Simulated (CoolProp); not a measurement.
A single-stage vapour-compression cycle with R245fa: evaporating at 289.15 K (dew point), condensing at 354.15 K (bubble point), superheat 0 K, subcooling 2 K, compressor efficiency 0.6, no pressure losses. Each further row changes one setting.

Computed with CoolProp (reference Helmholtz-energy equation of state, Akasaka 2015).

```csv
case,cooling COP,pressure ratio,discharge temperature (K),refrigerating effect (kJ/kg),volumetric capacity (kJ/m³)
as stated,1.84,7.69,365.2,109,670
evaporating temperature 294.15 K,2.10,6.33,363.6,113,833
condensing temperature 349.15 K,2.10,6.77,360.2,117,715
subcooling 7 K,1.97,7.69,365.2,117,715
superheat 10 K,1.90,7.69,375.8,118,696
compressor efficiency 0.5,1.54,7.69,375.8,109,670
```
